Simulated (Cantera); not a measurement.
A closed system holds: 1 mol SiCl₄, 1.3 mol H₂, held at 850 °C and 1.00 bar.

Equilibrium computed with Cantera from the NASA thermochemical tables; the gas is ideal and each condensed phase is pure. Candidate condensed phases: Si; 19 gas species. The tables' values for SiCl₃ are old estimates; treat these amounts as uncertain. Kinetics and transport are ignored.

Base state: H₂ 0.505, SiCl₄ 0.374, HCl 0.0615, SiHCl₃ 0.0526, SiCl₃ 0.00525, SiCl₂ 0.000917, SiH₂Cl₂ 0.000907 (mole fractions); condensed: gas only.

Task: What changes in the equilibrium state with this change: pressure from 1.00 bar to 0.170 bar?

Result: 
```
species    before     after
-------  --------  --------
H₂          0.505     0.502
SiCl₄       0.374     0.368
HCl        0.0615    0.0679
SiHCl₃     0.0526    0.0465
SiCl₃     0.00525    0.0113
SiCl₂    0.000917   0.00432
SiH₂Cl₂  0.000907  0.000722
```

Task: What changes in the equilibrium state with this change: pressure from 1.00 bar to 0.133 bar?

Result: 
```tsv
species	before	after
H₂	0.505	0.501
SiCl₄	0.374	0.366
HCl	0.0615	0.0695
SiHCl₃	0.0526	0.0452
SiCl₃	0.00525	0.0124
SiCl₂	0.000917	0.00524
SiH₂Cl₂	0.000907	0.000684
```
